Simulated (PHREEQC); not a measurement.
Solution (18 °C): 0.0067 mol K2CO3 per kg of water. Closed to the air; pH follows from the charge balance.

Equilibrium calculation in PHREEQC: ion-association model, phreeqc.dat.

This is a speciation only: nothing precipitates in the calculation.

Question: Estimate the pH.

Answer: pH 11.09.

Question: In which forms is C present?

Answer: CO3-2 88 %, HCO3- 12 % of the C.

Species that the database lacks are ignored.
